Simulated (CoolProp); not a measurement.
Propylene at 250.22 K and 6.36 MPa is throttled through a valve to 1.7 MPa with no heat exchange. Each further row changes one setting.

Values from CoolProp's reference Helmholtz-energy equation of state, Lemmon 2013.

```json
[
 {"case": "as stated", "temperature change (K)": "+1.6", "final density (kg/m³)": "578"},
 {"case": "outlet pressure 0.51 MPa", "temperature change (K)": "+1.9", "final density (kg/m³)": "576"},
 {"case": "outlet pressure 2.21 MPa", "temperature change (K)": "+1.4", "final density (kg/m³)": "579"}
]
```
